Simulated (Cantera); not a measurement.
# Transport properties of process gases

Gas mixture: H2O = 0.9 (molar parts), at 67000 Pa, frozen composition.

Cantera's kinetic-theory transport with the Lennard-Jones parameters of GRI-Mech 3.0, ideal gas; thermal conductivity in the mixture-averaged form. Polar gases are described roughly by these parameters.

| T (K) | ρ (kg/m³) | cp (J/kg/K) | μ (µPa s) | λ (mW/m/K) | Pr | D (cm²/s) N2 | D (cm²/s) O | D (cm²/s) H2 |
|---|---|---|---|---|---|---|---|---|
| 400 | 0.363 | 1902 | 14.0 | 37.0 | 0.718 | 0.599 | 0.979 | 2.20 |
| 500 | 0.290 | 1955 | 17.7 | 48.2 | 0.718 | 0.911 | 1.47 | 3.28 |
| 600 | 0.242 | 2016 | 21.5 | 60.4 | 0.718 | 1.27 | 2.04 | 4.52 |
| 700 | 0.207 | 2082 | 25.2 | 73.4 | 0.716 | 1.68 | 2.69 | 5.90 |
| 800 | 0.181 | 2150 | 29.0 | 87.3 | 0.714 | 2.13 | 3.39 | 7.42 |
| 900 | 0.161 | 2220 | 32.6 | 102 | 0.712 | 2.62 | 4.16 | 9.08 |
D: mixture-averaged diffusion coefficient of that species in the mixture.
